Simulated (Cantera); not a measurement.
Charge: 1 mol Al, 3.2 mol CO, 1.2 mol N₂, equilibrated at 0.140 bar.

These are equilibrium values from Cantera (NASA tables, ideal gas, pure condensed phases), not measurements of a reactor. Candidate condensed phases: Al, AlN, Al₂O₃, C; 32 gas species. Mutual solubility and eutectic melting of coexisting phases are not modelled. Condensed phases not in the tables: aluminium oxynitride. Rates play no part.

log p: log10 of the partial pressure in bar; n: condensed amount in mol.

```
T (K)  log p CO  log p N₂  log p CO₂  log p Al  log p Al₂O  n Al₂O₃(s)  n C(graphite)  n AlN(s)
-----  --------  --------  ---------  --------  ----------  ----------  -------------  --------
1073      -1.09     -1.23      -3.04      <-12        <-12       0.500           1.52         0
1173      -1.09     -1.24      -3.73      <-12        <-12       0.500           1.50         0
1273      -1.09     -1.24      -4.32      <-12        <-12       0.500           1.50         0
1373      -1.09     -1.24      -4.82      <-12        <-12       0.500           1.50         0
1473      -1.09     -1.24      -5.24    -11.97        <-12       0.500           1.50         0
1573      -1.09     -1.24      -5.62     -9.77         [?]       0.500           1.50         0
1673      -1.09     -1.24      -5.94     -7.83         [?]       0.500           1.50         0
1773      -1.06     -1.28      -6.17     -6.16         [?]       0.432           1.30     0.137
1873      -0.94     -1.60      -6.19     -5.01         [?]           0              0     1.000
```

Complete the blanks.


- 1573, log p Al₂O: -11.60
- 1673, log p Al₂O: -9.10
- 1773, log p Al₂O: -6.94
- 1873, log p Al₂O: -5.59
